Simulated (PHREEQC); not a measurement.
Make-up at 40 °C: 0.0019 mol/kgw HF, 0.00025 mol/kgw NaF and 2.9e-05 mol/kgw H4SiO4. Closed to the air; pH follows from the charge balance.

Equilibrium calculation in PHREEQC: ion-association model, wateq4f.dat.

```tsv
quantity	before	after
pH	3.17	7.07
ionic strength (mol/kgw)	0.000943	0.00215
HF (mol/kgw)	0.00119	3.45e-7
F- (mol/kgw)	0.000934	0.00215
H4SiO4 (mol/kgw)	2.76e-5	2.89e-5
HF2- (mol/kgw)	4.68e-6	3.11e-9
SI of Quartz (SiO2)	-0.79	-0.77
```

### Question
Which change was made?
A. HF replaced by CsF at the same molality
B. H4SiO4 from 2.9e-05 to 5.8e-05 mol/kgw
C. NaF from 0.00025 to 2.5e-05 mol/kgw
D. HF left out
E. 0.00091 mol/kgw SrCl2 added

### Answer
A, HF replaced by CsF at the same molality

No solid was allowed to form. At this temperature some constants are extrapolated from 25 °C, and those without enthalpy data are left unchanged. SiF6-2 is the database's only silicon fluoride.
